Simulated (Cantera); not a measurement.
Gas mixture: NO = 0.55 (molar parts), at 260000 Pa, frozen composition.

Cantera's kinetic-theory transport with the Lennard-Jones parameters of GRI-Mech 3.0, ideal gas; thermal conductivity in the multicomponent form. The composition is frozen, though it would react at the higher temperatures.

One state of this run: ρ (kg/m³) = 0.816; cp (J/kg/K) = 1153; μ (µPa s) = 47.0; λ (mW/m/K) = 76.7; Pr = 0.707; D (cm²/s) H = 4.77; D (cm²/s) NH3 = 0.961; D (cm²/s) OH = 1.19. D: mixture-averaged diffusion coefficient of that species in the mixture.

Question: Which value of T (K) does it belong to?
A) 850
B) 550
C) 400
D) 1150

Answer: D, 1150
